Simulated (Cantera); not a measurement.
Input (Python, Cantera):

```python
import numpy as np
import cantera as ct

gas = ct.Solution("h2o2.yaml")
gas.TPX = 375, 24000, {'H2': 1, 'O2': 0.217, 'N2': 0.817}
flame = ct.FreeFlame(gas, width=0.11)
flame.set_refine_criteria(ratio=3, slope=0.08, curve=0.16)
flame.transport_model = "mixture-averaged"
flame.solve(loglevel=0, auto=True)
flame.transport_model = "multicomponent"
flame.soret_enabled = False
flame.solve(loglevel=0, refine_grid=True)
z, T = flame.grid, flame.T
thick = (T[-1] - T[0]) / np.gradient(T, z).max()
show = ['H2', 'O2', 'O', 'H2O', 'HO2', 'H']
print(f"laminar burning velocity  {flame.velocity[0] * 100:.3f} cm/s")
print(f"burnt temperature         {T[-1]:.1f} K")
print(f"thermal thickness         {thick * 1e3:.4f} mm")
print(f"grid points               {len(z)}")
z0 = z[flame.heat_release_rate.argmax()]
print(f"{'z/mm':>9s}{'T/K':>9s}{'u/(m/s)':>9s}" + "".join(f"{s:>11s}" for s in show))
rows = []
for k in (-3, -2, -1.5, -1, -0.5, -0.25, 0, 0.25, 0.5, 1, 2, 4, 8):
    zz = z0 + k * thick
    rows.append([k * thick, np.interp(zz, z, T), np.interp(zz, z, flame.velocity),
                 *(np.interp(zz, z, flame.X[gas.species_index(s)]) for s in show)])
    print(f"{rows[-1][0] * 1e3:9.3f}{rows[-1][1]:9.1f}{rows[-1][2]:9.3f}" + "".join(f"{x:11.3e}" for x in rows[-1][3:]))
```

It prints:

```
laminar burning velocity  336.619 cm/s
burnt temperature         1995.0 K
thermal thickness         2.5394 mm
grid points               140
     z/mm      T/K  u/(m/s)         H2         O2          O        H2O        HO2          H
   -7.618    375.0    3.366  4.916e-01  1.067e-01  9.203e-16  9.986e-15  7.191e-15  5.827e-18
   -5.079    375.0    3.366  4.916e-01  1.067e-01  2.429e-13  3.567e-12  3.048e-12  1.490e-15
   -3.809    375.0    3.366  4.916e-01  1.067e-01  6.856e-12  1.333e-10  1.367e-10  9.443e-14
   -2.539    375.0    3.366  4.916e-01  1.067e-01  5.996e-10  1.902e-08  2.441e-08  1.779e-10
   -1.270    394.4    3.530  4.897e-01  1.066e-01  4.542e-06  5.514e-04  1.259e-04  7.601e-05
   -0.635    659.2    5.799  4.601e-01  9.856e-02  1.634e-04  2.183e-02  6.213e-05  8.954e-03
    0.000   1052.3    8.994  3.570e-01  6.192e-02  2.168e-03  1.029e-01  2.006e-05  5.441e-02
    0.635   1293.6   10.939  2.650e-01  1.137e-02  1.803e-03  2.019e-01  3.475e-06  9.221e-02
    1.270   1385.7   11.663  2.522e-01  1.308e-03  6.986e-04  2.229e-01  3.745e-07  9.286e-02
    2.539   1477.6   12.361  2.583e-01  2.369e-04  5.268e-04  2.262e-01  6.418e-08  8.183e-02
    5.079   1581.8   13.136  2.681e-01  1.716e-04  4.425e-04  2.278e-01  4.393e-08  6.712e-02
   10.158   1686.7   13.897  2.781e-01  1.190e-04  3.195e-04  2.299e-01  3.021e-08  5.180e-02
   20.315   1782.4   14.575  2.874e-01  7.000e-05  1.947e-04  2.320e-01  1.881e-08  3.750e-02
```

Cantera simulation using the H2/O2 subset of GRI-Mech 3.0, which has no nitrogen chemistry; the numbers are that mechanism's predictions, not measurements. Burning velocities carry a grid error of a few per cent, more on coarse grids.
